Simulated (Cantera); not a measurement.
An isothermal, constant-pressure homogeneous reactor starts with 0.656 % H2, 99.3 % O2, at 1375 K and 21.0 Torr.

Detailed kinetics in Cantera: the H2/O2 subset of GRI-Mech 3.0, which has no nitrogen chemistry. Radical loss at walls, strong at low pressure, is not modelled.

One state of this run: x H2 = 0.000865; x O2 = 0.988; x OH = 0.00157; x H2O = 0.00480; x H2O2 = 3.88e-8; x O = 0.00453. x: mole fraction; the columns are a selection and need not sum to one.

Problem. Which value of t (s) does it belong to?
A. 0.000175
B. 0.00332
C. 0.276
D. 22.9

Solution. B, 0.00332
